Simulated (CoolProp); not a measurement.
A simple Rankine cycle with n-perfluoropentane: condensing at 332.15 K, boiler at 0.878 MPa, turbine inlet 381 K, turbine efficiency 0.75, pump efficiency 0.6, no recuperator. Each further row changes one setting.

Values from CoolProp's reference Helmholtz-energy equation of state, Gao 2022.

| case | thermal efficiency (%) | net work (kJ/kg) | heat in (kJ/kg) | turbine exit temperature (K) | volume ratio over the turbine |
|---|---|---|---|---|---|
| as stated | 6.3 | 7.33 | 117 | 363.5 | 3.94 |
| turbine inlet 401 K | … | 8.12 | … | 384.9 | 3.71 |
| condensing temperature 324.15 K | 7.2 | 9.01 | 126 | 360.8 | 5.07 |
| boiler pressure 0.615 MPa | 4.6 | 5.55 | 121 | … | 2.48 |
| turbine efficiency 0.65 | 5.4 | 6.26 | 117 | 364.6 | 3.96 |

Fill in the missing entries.


- turbine inlet 401 K, thermal efficiency (%): 5.9
- turbine inlet 401 K, heat in (kJ/kg): 138
- boiler pressure 0.615 MPa, turbine exit temperature (K): 370.3
